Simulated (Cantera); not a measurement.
## CS2 + H2O (abatement and gas-phase synthesis)

Charge: 1 mol CS2, 3.2 mol H2O, held at 0.0133 bar.

These are equilibrium values from Cantera (NASA tables, ideal gas, pure condensed phases), not measurements of a reactor. Candidate condensed phases: C, C6H6, C7H8, C8H18, H2O, H2SO4, S; 123 gas species. Rates play no part.

From 1600 K to 2150 K nothing is condensed. The main C-bearing gas is CO throughout.

| T (K) | x H2 | x H2O | x S2 | x CO | x SO | x SO2 | x CO2 | x H2S | x H | x S | x SH |
|---|---|---|---|---|---|---|---|---|---|---|---|
| 1600 | 0.265 | 0.320 | 0.162 | 0.137 | 0.00435 | 0.0218 | 0.0550 | 0.0284 | 0.000242 | 0.000421 | 0.00487 |
| 1650 | 0.274 | 0.311 | 0.159 | 0.141 | 0.00628 | 0.0264 | 0.0499 | 0.0237 | 0.000412 | 0.000685 | 0.00581 |
| 1700 | 0.283 | 0.302 | 0.156 | 0.145 | 0.00878 | 0.0310 | 0.0451 | 0.0199 | 0.000679 | 0.00108 | 0.00684 |
| 1750 | 0.292 | 0.291 | 0.151 | 0.148 | 0.0119 | 0.0356 | 0.0408 | 0.0169 | 0.00109 | 0.00165 | 0.00796 |
| 1800 | 0.301 | 0.280 | 0.146 | 0.151 | 0.0158 | 0.0399 | 0.0368 | 0.0144 | 0.00170 | 0.00246 | 0.00916 |
| 1850 | 0.310 | 0.269 | 0.141 | 0.153 | 0.0204 | 0.0439 | 0.0331 | 0.0123 | 0.00260 | 0.00357 | 0.0104 |
| 1900 | 0.318 | 0.257 | 0.134 | 0.155 | 0.0257 | 0.0473 | 0.0298 | 0.0106 | 0.00388 | 0.00507 | 0.0117 |
| 1950 | 0.326 | 0.245 | 0.128 | 0.157 | 0.0319 | 0.0502 | 0.0268 | 0.00912 | 0.00567 | 0.00703 | 0.0130 |
| 2000 | 0.332 | 0.232 | 0.120 | 0.158 | 0.0387 | 0.0526 | 0.0241 | 0.00786 | 0.00812 | 0.00955 | 0.0143 |
| 2050 | 0.338 | 0.220 | 0.112 | 0.159 | 0.0462 | 0.0542 | 0.0217 | 0.00677 | 0.0114 | 0.0127 | 0.0155 |
| 2100 | 0.343 | 0.208 | 0.104 | 0.159 | 0.0542 | 0.0553 | 0.0196 | 0.00582 | 0.0158 | 0.0166 | 0.0167 |
| 2150 | 0.346 | 0.196 | 0.0954 | 0.159 | 0.0625 | 0.0558 | 0.0177 | 0.00498 | 0.0215 | 0.0212 | 0.0177 |
x: gas mole fraction; nothing condenses.
